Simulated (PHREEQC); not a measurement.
TMAH is added in steps, without added water, to 1 kg of water holding 0.083 mol/kgw H2SO4, 0.0092 mol/kgw NaCl and 0.12 mol/kgw KCl, at 9.3 °C. Oxygen alone is held at its pressure in air (log pO2 = -0.68). CO2 from the air is kept out. Solids allowed: Halite, Sylvite. Others were left out.

Base run: PHREEQC, ion-association model, phreeqc.dat. Each further column changes one thing. The table gives HSO4- (mol/kgw).

```
TMAH added (mol)      base  diluted 100-fold with water  NaCl from 0.0092 to 0.00184 mol/kgw  no solid may form
----------------  --------  ---------------------------  -----------------------------------  -----------------
0                   0.0549                      6.68e-5                               0.0551             0.0549
0.01425             0.0526                     1.01e-14                               0.0529             0.0526
0.03325             0.0491                            0                               0.0494             0.0491
0.0475              0.0460                            0                               0.0463             0.0460
0.06175             0.0426                            0                               0.0428             0.0426
0.08075             0.0372                            0                               0.0374             0.0372
0.095               0.0325                            0                               0.0327             0.0325
0.1092              0.0272                            0                               0.0274             0.0272
0.1283              0.0192                            0                               0.0194             0.0192
0.1425              0.0125                            0                               0.0126             0.0125
0.1568             0.00511                            0                              0.00514            0.00511
0.1757            7.08e-13                            0                             7.16e-13           7.08e-13
0.19              2.85e-13                            0                             2.88e-13           2.85e-13
```

(CH3)4N+ isn't in the database: it is added as a free cation with an ion size of 4 Å. Constants without temperature data keep their 25 °C values here.
